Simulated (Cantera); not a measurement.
# Stirred combustor or abatement burner

A perfectly stirred reactor is fed with CH₄ : C₂H₆ : C₃H₈ : O₂ : N₂ : CO₂ = 1 : 0.23 : 0.24 : 4.6 : 36.4 : 8.4 (molar parts), equivalence ratio 0.87, at 1050 Torr; it is adiabatic with a 550 K inlet, and is followed from long to short residence time, starting on the burning branch (τ in s: 0.18, 0.086, 0.041, 0.02, 0.0095, 0.0046, 0.0022, 0.001, 0.0005, 0.00024, 0.00012, 5.6e-05, 2.7e-05).

Model: GRI-Mech 3.0 (53 species, 325 reactions), integrated in Cantera.

```tsv
τ (s)	T (K)	x CH₄	x C₂H₆	x C₃H₈	x NO	x H₂	x CH₂	x CH₂O
0.18	1386	1.43e-5	8.28e-7	9.19e-7	1.37e-6	0.000116	3.55e-8	2.01e-6
0.086	1381	2.42e-5	1.37e-6	1.49e-6	1.33e-6	0.000184	6.71e-8	3.36e-6
0.041	1373	4.24e-5	2.33e-6	2.46e-6	1.34e-6	0.000289	1.24e-7	5.70e-6
0.020	1360	7.77e-5	4.09e-6	4.15e-6	1.34e-6	0.000448	2.18e-7	9.87e-6
0.0095	1336	0.000175	8.68e-6	8.30e-6	1.08e-6	0.000741	3.75e-7	1.98e-5
0.0046	550	0.0197	0.00452	0.00472	<1e-12	<1e-12	<1e-12	<1e-12
0.0022	550	0.0197	0.00452	0.00472	<1e-12	<1e-12	<1e-12	<1e-12
0.0010	550	0.0197	0.00452	0.00472	<1e-12	<1e-12	<1e-12	<1e-12
0.00050	550	0.0197	0.00452	0.00472	<1e-12	<1e-12	<1e-12	<1e-12
0.00024	550	0.0197	0.00452	0.00472	<1e-12	<1e-12	<1e-12	<1e-12
0.00012	550	0.0197	0.00452	0.00472	<1e-12	<1e-12	<1e-12	<1e-12
5.6e-5	550	0.0197	0.00452	0.00472	<1e-12	<1e-12	<1e-12	<1e-12
2.7e-5	550	0.0197	0.00452	0.00472	<1e-12	<1e-12	<1e-12	<1e-12
```
x: mole fraction; the columns are a selection and need not sum to one.
